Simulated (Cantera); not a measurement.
Equilibrium for abatement and gas-phase synthesis: CO2 + O2 + H2

Feed: 1 mol CO2, 0.089 mol O2, 5.9 mol H2, equilibrated at 3000 K.

Equilibrium computed with Cantera from the NASA thermochemical tables; the gas is ideal and each condensed phase is pure. Candidate condensed phases: C, C6H6, C7H8, C8H18, H2O; 110 gas species. The ideal-gas law is rough above about 30 bar. Rates play no part.

```
P (Pa)        x H     x H2     x H2O    x CO       x O      x OH     x CO2
--------  -------  -------  --------  ------  --------  --------  --------
10          0.841  0.00284   4.69e-6  0.0718    0.0840  0.000462   1.60e-5
65          0.824   0.0177  0.000186  0.0730    0.0822   0.00288  0.000104
420         0.737   0.0914   0.00535  0.0794    0.0707    0.0143  0.000628
2700        0.507    0.278    0.0491  0.0986    0.0332    0.0297   0.00235
17000       0.263    0.473     0.112   0.119   0.00708    0.0207   0.00383
110000      0.116    0.593     0.145   0.131   0.00113   0.00940   0.00433
720000     0.0474    0.650     0.158   0.137  0.000171   0.00383   0.00448
4700000    0.0189    0.673     0.163   0.139   2.61e-5   0.00152   0.00454
30000000  0.00753    0.683     0.165   0.140   4.09e-6  0.000604   0.00456
```
x: gas mole fraction; nothing condenses.

From 0.0750 Torr to 225000 Torr nothing is condensed. The main C-bearing gas is CO throughout.
